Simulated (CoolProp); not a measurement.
Properties of sulfur hexafluoride along the isobar 1.84 bar.

Values from CoolProp's reference Helmholtz-energy equation of state, Guder 2009.

```json
[
 {"T (K)": "298.1", "phase": "gas", "density (kg/m³)": "11.07", "speed of sound (m/s)": "…", "Prandtl number": "0.787", "fugacity coefficient": "0.9796"},
 {"T (K)": "344.8", "phase": "gas", "density (kg/m³)": "9.495", "speed of sound (m/s)": "144.4", "Prandtl number": "…", "fugacity coefficient": "0.9874"},
 {"T (K)": "391.5", "phase": "gas", "density (kg/m³)": "8.323", "speed of sound (m/s)": "154.0", "Prandtl number": "0.765", "fugacity coefficient": "0.9919"},
 {"T (K)": "438.2", "phase": "gas", "density (kg/m³)": "7.415", "speed of sound (m/s)": "162.9", "Prandtl number": "0.760", "fugacity coefficient": "0.9947"},
 {"T (K)": "484.9", "phase": "gas", "density (kg/m³)": "6.689", "speed of sound (m/s)": "171.4", "Prandtl number": "…", "fugacity coefficient": "0.9965"},
 {"T (K)": "531.6", "phase": "gas", "density (kg/m³)": "6.094", "speed of sound (m/s)": "179.5", "Prandtl number": "0.755", "fugacity coefficient": "0.9978"},
 {"T (K)": "578.3", "phase": "gas", "density (kg/m³)": "5.597", "speed of sound (m/s)": "…", "Prandtl number": "…", "fugacity coefficient": "0.9986"},
 {"T (K)": "625", "phase": "gas", "density (kg/m³)": "5.176", "speed of sound (m/s)": "…", "Prandtl number": "0.751", "fugacity coefficient": "0.9992"}
]
```

Task: What belongs in the gaps?

Result: 
- 298.1, speed of sound (m/s): 133.9
- 344.8, Prandtl number: 0.773
- 484.9, Prandtl number: 0.757
- 578.3, speed of sound (m/s): 187.1
- 578.3, Prandtl number: 0.753
- 625, speed of sound (m/s): 194.5

Viscosity comes from a separate model (Quiñones-Cisneros 2012). Thermal conductivity comes from a separate model (Assael 2012).
